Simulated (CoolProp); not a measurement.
A single-stage vapour-compression cycle with R11: evaporating at 303.15 K (dew point), condensing at 328.15 K (bubble point), superheat 2 K, subcooling 5 K, compressor efficiency 0.9, no pressure losses. Each further row changes one setting.

Computed with CoolProp (reference Helmholtz-energy equation of state, Jacobsen 1992).

| case | cooling COP | pressure ratio | discharge temperature (K) | refrigerating effect (kJ/kg) | volumetric capacity (kJ/m³) |
|---|---|---|---|---|---|
| as stated | 10.4 | 2.16 | 334.7 | 162 | 1150 |
| evaporating temperature 308.15 K | 13.4 | 1.83 | 333.6 | 165 | 1370 |
| condensing temperature 323.15 K | 13.2 | 1.87 | 329.0 | 167 | 1190 |
| subcooling 10 K | 10.7 | 2.16 | 334.7 | 167 | 1190 |
| superheat 12 K | 10.4 | 2.16 | 345.2 | 168 | 1150 |
| compressor efficiency 0.8 | 9.22 | 2.16 | 337.7 | 162 | 1150 |
